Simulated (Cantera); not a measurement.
**Hydrocarbon pyrolysis for carbon deposition**

An isothermal, constant-pressure homogeneous reactor starts with 41.7 % C2H6, 58.3 % H2, at 1075 K and 100.0 Torr.

Cantera simulation using GRI-Mech 3.0 (53 species, 325 reactions); the numbers are that mechanism's predictions, not measurements. GRI-Mech 3.0 stops at C3 and has no aromatics, soot or wall deposition, so with more carbon than oxygen in the feed, carbon stays in small species such as C2H2 where larger ones or solid carbon would form.

```csv
t (s),x C2H6,x H2,x CH4,x C2H2,x C2H
3.00e-5,0.417,0.583,8.48e-8,<1e-12,<1e-12
6.83e-5,0.417,0.583,3.49e-7,<1e-12,<1e-12
0.000155,0.417,0.583,1.18e-6,<1e-12,<1e-12
0.000354,0.417,0.583,3.30e-6,<1e-12,<1e-12
0.000805,0.417,0.583,8.25e-6,1.75e-11,<1e-12
0.00183,0.416,0.583,2.10e-5,4.69e-10,<1e-12
0.00417,0.415,0.584,6.66e-5,1.21e-8,<1e-12
0.00949,0.411,0.585,0.000312,2.69e-7,<1e-12
0.0216,0.395,0.589,0.00133,3.54e-6,<1e-12
0.0491,0.360,0.597,0.00380,2.55e-5,<1e-12
0.112,0.295,0.613,0.00871,0.000134,<1e-12
0.255,0.195,0.638,0.0172,0.000567,<1e-12
0.579,0.0896,0.662,0.0286,0.00193,<1e-12
1.32,0.0316,0.672,0.0396,0.00495,<1e-12
3.00,0.0183,0.671,0.0506,0.00977,<1e-12
```
x: mole fraction; the columns are a selection and need not sum to one.

Equilibrium at this temperature and pressure: C2H6 0.000713, H2 0.240, CH4 0.724, C2H2 0.00812, C2H <1e-12 (gas phase only).
